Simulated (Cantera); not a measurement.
Tantalum, niobium, vanadium and zirconium in process gases: V + N2

Feed: 1 mol V, 2.9 mol N2.

These are equilibrium values from Cantera (NASA tables, ideal gas, pure condensed phases), not measurements of a reactor. Candidate condensed phases: V, VN; 4 gas species. VN: taken at fixed stoichiometry. Condensed phases not in the tables: V2N, N, O or C dissolved in the metal. Equilibrium is a limit: real reactors are often held back by kinetics, nucleation or transport.

Task: Map the stable condensed phases over T = 1700, 1725, 1750, 1775, 1800, 1825, 1850, 1875, 1900, 1925, 1950, 1975 °C and P in Pa = 0.10, 0.60, 3.6, 22, 130, 770, 4600, 28000, 170000, 1000000.

Result: 
```
T in °C \ P in Pa
            0.10    0.60     3.6      22     130     770    4600   28000  170000 1000000
   1975        A       A       A       A       B       B       C       C       C       C
   1950        A       A       A       B       B       B       C       C       C       C
   1925        A       A       A       B       B       B       C       C       C       C
   1900        A       A       A       B       B       B       C       C       C       C
   1875        A       A       A       B       B       B       C       C       C       C
   1850        A       A       A       B       B       B       C       C       C       C
   1825        A       A       A       B       B       C       C       C       C       C
   1800        A       A       B       B       B       C       C       C       C       C
   1775        A       A       B       B       B       C       C       C       C       C
   1750        A       A       B       B       B       C       C       C       C       C
   1725        A       A       B       B       B       C       C       C       C       C
   1700        A       B       B       B       B       C       C       C       C       C
```
A: gas only; B: V; C: VN.
